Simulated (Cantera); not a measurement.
Charge: 1 mol HMDSO, 1.1 mol O3, at 0.000780 bar.

Method: chemical equilibrium by Gibbs-energy minimisation in Cantera with the NASA 1993 tables (ideal gas, pure condensed phases). Candidate condensed phases: C, C6H6, C7H8, C8H18, H2O, Si, SiC, SiO2; 123 gas species. The feed counts by its element totals alone. Mutual solubility and eutectic melting of coexisting phases are not modelled. The tables hold silica as quartz up to 1696 K and as liquid above; real silica turns to tridymite and cristobalite and melts near 1996 K. The numbers say what is thermodynamically allowed, not how fast it happens.

### Question
What share of the Si ends up in condensed phases as a function of T (K), at 950, 1050, 1150, 1250, 1350, 1450, 1550, 1650, 1750, 1850, 1950, 2050?

### Answer
| T (K) | Si condensed (%) | as |
|---|---|---|
| 950 | 100.0 | SiO2(β-quartz) |
| 1050 | 100.0 | SiO2(β-quartz) |
| 1150 | 100.0 | SiO2(β-quartz) |
| 1250 | 99.9 | SiC(s) + SiO2(β-quartz) |
| 1350 | 97.6 | SiC(s) + SiO2(β-quartz) |
| 1450 | 92.5 | SiC(s) |
| 1550 | 92.5 | SiC(s) |
| 1650 | 92.5 | SiC(s) |
| 1750 | 92.5 | SiC(s) |
| 1850 | 92.3 | SiC(s) |
| 1950 | 91.4 | SiC(s) |
| 2050 | 88.4 | SiC(s) |
